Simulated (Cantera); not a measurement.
Charge: 1 mol Si, 1.8 mol HF, held at 823 K and 133 Pa.

Cantera equilibrium calculation (NASA polynomials, part measured and part estimated; ideal gas, pure solids and liquids). Candidate condensed phases: Si; 25 gas species. The tables' values for SiF₃ are old estimates; treat these amounts as uncertain. Kinetics and transport are ignored.

Base state: H₂ 0.665, SiF₄ 0.329, SiHF₃ 0.00572, SiH₂F₂ 5.80e-5, SiF₃ 5.76e-5 (mole fractions); condensed: Si(s).

What changes in the equilibrium state with this change: HF from 1.8 to 5.7 mol?


```csv
species,before,after
H₂,0.665,0.426
HF,2.40e-6,0.362
SiF₄,0.329,0.213
SiHF₃,0.00572,1.57e-8
SiH₂F₂,5.80e-5,<1e-9
SiF₃,5.76e-5,<1e-9
"Si(s), mol",0.548,0
```
